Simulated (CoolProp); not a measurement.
The fluid at 850.76 K and 3.07 MPa flows at 0.11 m/s in a round tube of 20 mm bore and 0.25 µm roughness, fully developed (64/Re and Nu = 3.66 if laminar; Colebrook and Gnielinski if turbulent). The same conditions are run with several fluids, on thermodynamics alone (safety and materials aside).

Values from CoolProp's reference Helmholtz-energy equation of state of each fluid (oxygen: Schmidt 1985; nitrogen: Span 2000; water: Wagner 2002; dry air: Lemmon 2000; carbon dioxide: Span 1996). Blends and air are pseudo-pure fits.

```tsv
fluid	Reynolds number	Darcy friction factor	pressure drop (Pa/m)	heat-transfer coefficient (W/(m² K))	mass flow (kg/h)
oxygen	682	0.0939	0.391	11.6	1.71
nitrogen	705	0.0907	0.330	10.7	1.49
water	549	0.117	0.280	14.4	0.989
dry air	700	0.0915	0.344	11.0	1.55
carbon dioxide	1140	0.0563	0.324	11.2	2.37
```

Above 300 K oxygen's equation is extrapolated.

Transport values come from each fluid's own correlations.
